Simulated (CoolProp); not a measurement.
Vapour-liquid equilibrium of cyclohexane (1) + n-heptane (2) at 122.65 °C; x and y are mole fractions of (1).

Computed with CoolProp (multi-fluid Helmholtz-energy mixture model, Zhou 2014 and Span 2003; pair parameters Bell 2016).

```csv
x,"bubble pressure, mixture model (bar)","bubble pressure, Raoult's law (bar)","y, mixture model","y, Raoult's law"
0.05,2.022,2.020,0.074,0.076
0.125,2.108,2.102,0.179,0.182
0.2,2.194,2.185,0.276,0.281
0.275,2.280,2.268,0.366,0.372
0.35,2.365,2.350,0.450,0.457
0.425,2.450,2.433,0.528,0.536
0.5,2.533,2.516,0.601,0.610
0.575,2.616,2.598,0.669,0.679
0.65,2.698,2.681,0.734,0.744
0.725,2.778,2.764,0.796,0.805
0.8,2.858,2.846,0.854,0.862
0.875,2.937,2.929,0.911,0.916
0.95,3.015,3.012,0.965,0.967
```

The largest gap from Raoult's law is +0.7 % in bubble pressure, at x = 0.5. No azeotrope shows between x = 0.05 and 0.95.

Pair parameters are fitted to limited data, so mixtures are less certain than the pure fluids.
